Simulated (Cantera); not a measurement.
Low-pressure radical oxidation in H2/O2

An isothermal, constant-pressure homogeneous reactor starts with 1.04 % H₂, 24.7 % O₂, 74.2 % N₂, at 1450 K and 300 Pa.

Cantera simulation using the H2/O2 subset of GRI-Mech 3.0, which has no nitrogen chemistry; the numbers are that mechanism's predictions, not measurements. Radical loss at walls, strong at low pressure, is not modelled.

```csv
t (s),x H₂,x O₂,x H,x OH,x O,x H₂O₂,x H₂O
0.000300,0.0104,0.247,5.34e-9,2.82e-9,2.89e-9,1.36e-12,3.09e-10
0.000675,0.0104,0.247,9.39e-9,1.07e-8,1.12e-8,6.59e-12,2.76e-9
0.00152,0.0104,0.247,2.00e-8,3.93e-8,4.31e-8,3.03e-11,2.29e-8
0.00342,0.0104,0.247,8.12e-8,2.07e-7,2.36e-7,1.25e-10,2.26e-7
0.00770,0.0104,0.247,1.45e-6,3.95e-6,4.56e-6,4.33e-10,5.81e-6
0.0173,0.00715,0.245,0.000533,0.00130,0.00179,1.68e-9,0.00232
0.0390,0.000152,0.238,0.000952,0.00142,0.00807,1.73e-9,0.00905
0.0877,0.000145,0.238,0.000937,0.00141,0.00806,1.70e-9,0.00907
0.197,0.000144,0.238,0.000924,0.00140,0.00798,1.69e-9,0.00909
0.444,0.000141,0.238,0.000894,0.00139,0.00781,1.68e-9,0.00911
1.00,0.000135,0.239,0.000831,0.00136,0.00743,1.66e-9,0.00917
```
x: mole fraction; the columns are a selection and need not sum to one.

Equilibrium at this temperature and pressure: H₂ 3.67e-7, O₂ 0.243, H 1.05e-7, OH 7.16e-5, O 1.82e-5, H₂O₂ 4.33e-11, H₂O 0.0104 (gas phase only).
